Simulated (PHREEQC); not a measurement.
## Nickel, zinc or cadmium bath: an equilibrium model

Dissolve 0.27 mol CdSO4, 0.0092 mol KCl and 0.00019 mol MnSO4 per kg of water at 25 °C. Closed to the air; pH follows from the charge balance.

Computed with PHREEQC (ion-association model, phreeqc.dat).

| Item | Result |
|---|---|
| pH | 5.70 |
| ionic strength | 0.452 mol/kgw |
| activity of water | 0.994 |
| density | 1.052 g/cm³ |

```tsv
species	molality	activity	log γ
Cd+2	0.108	0.0308	-0.544
CdSO4	0.101	0.112	0.045
SO4-2	0.0592	0.0127	-0.670
Cd(SO4)2-2	0.0545	0.0156	-0.544
K+	0.00850	0.00553	-0.187
CdCl+	0.00663	0.00485	-0.136
Cl-	0.00251	0.00165	-0.183
KSO4-	0.000705	0.000492	-0.156
Mn+2	0.000125	3.20e-5	-0.590
MnSO4	6.50e-5	7.21e-5	0.045
CdCl2	3.00e-5	3.33e-5	0.045
HSO4-	3.33e-6	2.44e-6	-0.136
Cd2OH+3	3.24e-6	1.94e-7	-1.223
H+	2.58e-6	1.98e-6	-0.115
```

This is a speciation only: nothing precipitates in the calculation. Species that the database lacks are ignored.
